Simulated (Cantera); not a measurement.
A closed system holds: 1 mol HMDSO, 0.4 mol H2O, 16 mol H2, equilibrated at 1475 °C and 0.000140 bar.

Method: chemical equilibrium by Gibbs-energy minimisation in Cantera with the NASA 1993 tables (ideal gas, pure condensed phases). Candidate condensed phases: C, C6H6, C7H8, C8H18, H2O, Si, SiC, SiO2; 123 gas species. The feed counts by its element totals alone. Kinetics and transport are ignored.

Base state: H2 0.929, CO 0.0515, H 0.0186, SiO 0.000245, Si 0.000196, C2H2 (acetylene) 0.000105 (mole fractions); condensed: C(graphite) + SiC(s).

What changes in the equilibrium state with this change: temperature from 1475 °C to 975 °C?


```tsv
species	before	after
H2	0.929	0.948
CO	0.0515	0.0522
H	0.0186	3.84e-5
SiO	0.000245	2.86e-5
Si	0.000196	<1e-9
C2H2 (acetylene)	0.000105	2.31e-7
C(graphite), mol	2.61	2.60
SiC(s), mol	1.99	2.00
```
